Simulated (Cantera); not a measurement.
# Thermodynamics of thermal oxidation and active oxidation of silicon, feed Si + CO₂ + H₂

Charge: 1 mol Si, 0.28 mol CO₂, 50 mol H₂, equilibrated at 3.70e-5 bar.

Method: chemical equilibrium by Gibbs-energy minimisation in Cantera with the NASA 1993 tables (ideal gas, pure condensed phases). Candidate condensed phases: C, C₆H₆, C₇H₈, C₈H₁₈, H₂O, Si, SiC, SiO₂; 123 gas species. Mutual solubility and eutectic melting of coexisting phases are not modelled. The tables hold silica as quartz up to 1696 K and as liquid above; real silica turns to tridymite and cristobalite and melts near 1996 K. Equilibrium is a limit: real reactors are often held back by kinetics, nucleation or transport.

From 1125 K to 1175 K the condensed part is Si(s) + SiC(s) + SiO₂(β-quartz). From 1225 K to 1575 K the condensed part is Si(s) + SiC(s). From 1625 K to 1675 K the condensed part is SiC(s). The main Si-bearing gas is SiO throughout. The share of Si in condensed phases is highest at 1125 K (92.8 %) and lowest at 1675 K (19.6 %).

```json
[
 {"T (K)": "1125", "log p H₂": "-4.43", "log p H": "-9.57", "log p SiO": "-7.27", "log p Si": "-13.15", "log p CO": "-9.62", "n Si(s)": "0.404", "n SiC(s)": "0.280", "n SiO₂(β-quartz)": "0.244"},
 {"T (K)": "1175", "log p H₂": "-4.43", "log p H": "-9.13", "log p SiO": "-6.59", "log p Si": "-12.27", "log p CO": "-8.81", "n Si(s)": "0.268", "n SiC(s)": "0.278", "n SiO₂(β-quartz)": "0.104"},
 {"T (K)": "1225", "log p H₂": "-4.44", "log p H": "-8.72", "log p SiO": "-6.39", "log p Si": "-11.46", "log p CO": "-8.48", "n Si(s)": "0.169", "n SiC(s)": "0.276", "n SiO₂(β-quartz)": "0"},
 {"T (K)": "1275", "log p H₂": "-4.44", "log p H": "-8.35", "log p SiO": "-6.39", "log p Si": "-10.71", "log p CO": "-8.37", "n Si(s)": "0.172", "n SiC(s)": "0.274", "n SiO₂(β-quartz)": "0"},
 {"T (K)": "1325", "log p H₂": "-4.44", "log p H": "-8.00", "log p SiO": "-6.39", "log p Si": "-10.03", "log p CO": "-8.27", "n Si(s)": "0.175", "n SiC(s)": "0.273", "n SiO₂(β-quartz)": "0"},
 {"T (K)": "1375", "log p H₂": "-4.44", "log p H": "-7.68", "log p SiO": "-6.39", "log p Si": "-9.39", "log p CO": "-8.18", "n Si(s)": "0.178", "n SiC(s)": "0.271", "n SiO₂(β-quartz)": "0"},
 {"T (K)": "1425", "log p H₂": "-4.44", "log p H": "-7.38", "log p SiO": "-6.40", "log p Si": "-8.79", "log p CO": "-8.09", "n Si(s)": "0.180", "n SiC(s)": "0.269", "n SiO₂(β-quartz)": "0"},
 {"T (K)": "1475", "log p H₂": "-4.44", "log p H": "-7.11", "log p SiO": "-6.40", "log p Si": "-8.24", "log p CO": "-8.01", "n Si(s)": "0.179", "n SiC(s)": "0.266", "n SiO₂(β-quartz)": "0"},
 {"T (K)": "1525", "log p H₂": "-4.44", "log p H": "-6.85", "log p SiO": "-6.40", "log p Si": "-7.72", "log p CO": "-7.93", "n Si(s)": "0.166", "n SiC(s)": "0.264", "n SiO₂(β-quartz)": "0"},
 {"T (K)": "1575", "log p H₂": "-4.44", "log p H": "-6.60", "log p SiO": "-6.40", "log p Si": "-7.24", "log p CO": "-7.86", "n Si(s)": "0.117", "n SiC(s)": "0.261", "n SiO₂(β-quartz)": "0"},
 {"T (K)": "1625", "log p H₂": "-4.44", "log p H": "-6.37", "log p SiO": "-6.41", "log p Si": "-6.82", "log p CO": "-7.73", "n Si(s)": "0", "n SiC(s)": "0.253", "n SiO₂(β-quartz)": "0"},
 {"T (K)": "1675", "log p H₂": "-4.45", "log p H": "-6.16", "log p SiO": "-6.46", "log p Si": "-6.64", "log p CO": "-7.23", "n Si(s)": "0", "n SiC(s)": "0.196", "n SiO₂(β-quartz)": "0"}
]
```
log p: log10 of the partial pressure in bar; n: condensed amount in mol.
